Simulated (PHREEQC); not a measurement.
# Hard or scaling water: speciation

Solution (90 °C): 9.5 mmol/kgw CaCl2 and 0.41 mmol/kgw Na2SO4. Closed to the air; pH follows from the charge balance.

All values are PHREEQC results (ion-association model, phreeqc.dat), not measurements.

This is a speciation only: nothing precipitates in the calculation.

Question: What specific conductance does the model give?

Answer: specific conductance 6250 µS/cm.

Question: In which forms is S present?

Answer: SO4-2 62 %, CaSO4 37 % of the S.

Complexes and solids missing from the database can't appear. Away from 25 °C the constants follow the database's enthalpies or fits; those with neither stay at their 25 °C values.
